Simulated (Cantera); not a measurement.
An adiabatic, constant-pressure homogeneous reactor starts with H₂ : O₂ : N₂ = 1 : 0.568 : 2.67 (molar parts), at 1500 K and 1.00 bar. Integrator tolerance rtol = 1e-08.

Computed with Cantera and GRI-Mech 3.0 (53 species, 325 reactions).

Problem. What does this change do: initial temperature 1500 to 1775 K?

Solution. 
| quantity | before | after |
|---|---|---|
| time of steepest temperature rise | 15.1 µs | 6.99 µs |
| temperature at 5.00 s | 2735 K | 2834 K |
| equilibrium temperature | 2735 K | 2834 K |
| x(H₂) at 5.00 s | 0.0261 (gas-phase equilibrium 0.0261) | 0.0341 (gas-phase equilibrium 0.0341) |
| x(O₂) at 5.00 s | 0.0198 (gas-phase equilibrium 0.0198) | 0.0213 (gas-phase equilibrium 0.0213) |
| x(N₂O) at 5.00 s | 5.04e-7 (gas-phase equilibrium 5.04e-7) | 5.95e-7 (gas-phase equilibrium 5.95e-7) |
| x(OH) at 5.00 s | 0.0231 (gas-phase equilibrium 0.0231) | 0.0289 (gas-phase equilibrium 0.0289) |
| x(NO) at 5.00 s | 0.00966 (gas-phase equilibrium 0.00966) | 0.0114 (gas-phase equilibrium 0.0114) |
| x(HO₂) at 5.00 s | 6.26e-6 (gas-phase equilibrium 6.26e-6) | 7.79e-6 (gas-phase equilibrium 7.79e-6) |
| x(H₂O) at 5.00 s | 0.217 (gas-phase equilibrium 0.217) | 0.199 (gas-phase equilibrium 0.199) |

Problem. What does this change do: pressure from 1.00 bar to 10.0 bar?

Solution. 
```json
[
 {"quantity": "time of steepest temperature rise", "before": "15.1 µs", "after": "1.70 µs"},
 {"quantity": "temperature at 5.00 s", "before": "2735 K", "after": "2881 K"},
 {"quantity": "equilibrium temperature", "before": "2735 K", "after": "2881 K"},
 {"quantity": "x(H₂) at 5.00 s", "before": "0.0261 (gas-phase equilibrium 0.0261)", "after": "0.0173 (gas-phase equilibrium 0.0173)"},
 {"quantity": "x(O₂) at 5.00 s", "before": "0.0198 (gas-phase equilibrium 0.0198)", "after": "0.0161 (gas-phase equilibrium 0.0161)"},
 {"quantity": "x(N₂O) at 5.00 s", "before": "5.04e-7 (gas-phase equilibrium 5.04e-7)", "after": "1.79e-6 (gas-phase equilibrium 1.79e-6)"},
 {"quantity": "x(OH) at 5.00 s", "before": "0.0231 (gas-phase equilibrium 0.0231)", "after": "0.0184 (gas-phase equilibrium 0.0184)"},
 {"quantity": "x(NO) at 5.00 s", "before": "0.00966 (gas-phase equilibrium 0.00966)", "after": "0.0107 (gas-phase equilibrium 0.0107)"},
 {"quantity": "x(HO₂) at 5.00 s", "before": "6.26e-6 (gas-phase equilibrium 6.26e-6)", "after": "1.34e-5 (gas-phase equilibrium 1.34e-5)"},
 {"quantity": "x(H₂O) at 5.00 s", "before": "0.217 (gas-phase equilibrium 0.217)", "after": "0.234 (gas-phase equilibrium 0.234)"}
]
```
The hydrogen kinetics of GRI-Mech 3.0 are dated; newer H2 mechanisms differ, most at raised pressure.
